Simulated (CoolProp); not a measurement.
R114 at several states: density (kg/m³) from the reference equation and from simpler models built on Tc = 420.6 K, pc = 33.52 bar, ω = 0.252; each cubic takes its own stable root.

Computed with CoolProp (reference Helmholtz-energy equation of state, Platzer 1990). This equation is an older, rougher fit; its heat capacities, sound speeds and derivatives of the liquid may be far off and weren't checked against measurements.

```
T (K)  p (bar)   phase  reference  van der Waals  Redlich-Kwong  Soave-Redlich-Kwong  Peng-Robinson
-----  -------  ------  ---------  -------------  -------------  -------------------  -------------
475.4      1.1     gas      4.792          4.791          4.794                4.792          4.797
367.7     17.1  liquid       1204          132.3           1048                 1107           1255
431.9       17     gas      98.68          96.64          98.69                98.34          100.5
```

At some of these states van der Waals gives the other phase, because its saturation line lies elsewhere.
